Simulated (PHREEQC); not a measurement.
Dissolve 0.0067 mol H2SO4 and 0.002 mol CO2 per kg of water at 25 °C. Closed to the air; pH follows from the charge balance.

The numbers come from PHREEQC with the Pitzer model, pitzer.dat.

Precipitation was switched off in this run.

What pH, ionic strength does the model give?

pH 2.02; ionic strength 0.0150 mol/kgw.

In which forms is S present?

SO4-2 62 %, HSO4- 38 % of the S.
